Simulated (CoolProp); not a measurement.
A simple Rankine cycle with water: condensing at 290.15 K, boiler at 1.25 MPa, turbine inlet 612.9 K, turbine efficiency 0.8, pump efficiency 0.8, no recuperator. Each further row changes one setting.

The numbers come from the reference Helmholtz-energy equation of state, Wagner 2002 in CoolProp.

| case | thermal efficiency (%) | net work (kJ/kg) | heat in (kJ/kg) | turbine exit temperature (K) | volume ratio over the turbine |
|---|---|---|---|---|---|
| as stated | 27.6 | 843 | 3060 | 290.1 | 281 |
| turbine inlet 632.9 K | ___ | 862 | 3100 | 290.1 | 274 |
| condensing temperature 282.15 K | 28.7 | 888 | 3090 | 282.2 | 456 |
| boiler pressure 0.875 MPa | 26.4 | ___ | ___ | 290.1 | 199 |
| turbine efficiency 0.7 | 24.1 | 738 | 3060 | 290.1 | 295 |

Some entries are withheld; supply them.


- turbine inlet 632.9 K, thermal efficiency (%): 27.8
- boiler pressure 0.875 MPa, net work (kJ/kg): 810
- boiler pressure 0.875 MPa, heat in (kJ/kg): 3070

The expansion ends wet for: as stated; turbine inlet 632.9 K; condensing temperature 282.15 K; boiler pressure 0.875 MPa; turbine efficiency 0.7.
